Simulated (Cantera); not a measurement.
An isothermal, constant-pressure homogeneous reactor starts with N2O : H2O = 1 : 0.14 (molar parts), at 1325 K and 0.118 atm.

Computed with Cantera and GRI-Mech 3.0 (53 species, 325 reactions). GRI-Mech 3.0 was tuned for natural gas; its chemistry of N2O as a main component is partial and can be far from experiment. The mechanism lacks the step 2 NO + O2 → 2 NO2, which can matter for NO2 below about 1400 K. The temperature is held fixed by assumption; the heat of reaction is taken as removed at once.

Question: Predict: x(N2O) at 100 s; x(H2O) at 100 s; x(H) at 100 s; x(O) at 100 s; x(HO2) at 100 s; x(O2) at 100 s; x(N2) at 100 s.

Answer: 
```
Property                                           Value
---------------  ---------------------------------------
x(N2O) at 100 s  8.42e-7 (gas-phase equilibrium 9.87e-9)
x(H2O) at 100 s    0.0854 (gas-phase equilibrium 0.0854)
x(H) at 100 s    1.20e-9 (gas-phase equilibrium 1.17e-9)
x(O) at 100 s    4.17e-7 (gas-phase equilibrium 4.42e-7)
x(HO2) at 100 s  3.11e-8 (gas-phase equilibrium 3.40e-8)
x(O2) at 100 s       0.271 (gas-phase equilibrium 0.305)
x(N2) at 100 s       0.576 (gas-phase equilibrium 0.610)
```
